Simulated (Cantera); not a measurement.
Feed: 1 mol Ti(OiPr)4, 0.27 mol O2, 2 mol H2O.

Equilibrium computed with Cantera from the NASA thermochemical tables; the gas is ideal and each condensed phase is pure. Candidate condensed phases: C, C6H6, C7H8, C8H18, H2O, Ti, TiC, TiO, TiO2, Ti2O3, Ti3O5, Ti4O7; 113 gas species. The feed counts by its element totals alone. Mutual solubility and eutectic melting of coexisting phases are not modelled. TiC: taken at fixed stoichiometry. Condensed phases not in the tables: Magnéli phases beyond Ti4O7. Kinetics and transport are ignored.

Q: What condenses at these points (T in °C, P in Pa): (1125, 100000); (1025, 100000); (1475, 63); (1625, 40000); (1225, 100000); (1025, 40000); (1175, 25)?

A: 
| T (°C) | P in Pa | condensed phases | Ti condensed (%) |
|---|---|---|---|
| 1125 | 100000 | C + Ti3O5 | 100.0 |
| 1025 | 100000 | C + Ti4O7 | 100.0 |
| 1475 | 63 | C + TiC | 100.0 |
| 1625 | 40000 | C + TiC | 100.0 |
| 1225 | 100000 | C + TiC + Ti3O5 | 100.0 |
| 1025 | 40000 | C + Ti4O7 | 100.0 |
| 1175 | 25 | C + TiC | 100.0 |
